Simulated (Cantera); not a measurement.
Ignition delay

Mixture: 9.76 % CH4, 0.303 % C2H6, 2.15 % C3H8, 18.5 % O2, 69.3 % N2, equivalence ratio 1.7, at 10.0 bar, adiabatic and at constant volume. Ignition delay is the time to a rise of 400 K.

Model: GRI-Mech 3.0 (53 species, 325 reactions), integrated in Cantera. GRI-Mech 3.0 was tuned for natural gas; its chemistry of propane as a main component is partial and can be far from experiment.

```json
[
 {"T0 (K)": "1100", "delay (ms)": "8.96"},
 {"T0 (K)": "1150", "delay (ms)": "4.21"},
 {"T0 (K)": "1200", "delay (ms)": "1.95"},
 {"T0 (K)": "1250", "delay (ms)": "0.899"},
 {"T0 (K)": "1300", "delay (ms)": "0.424"},
 {"T0 (K)": "1350", "delay (ms)": "0.208"}
]
```

```yaml
apparent activation energy between 1250 and 1350 K: 210 kJ/mol
```
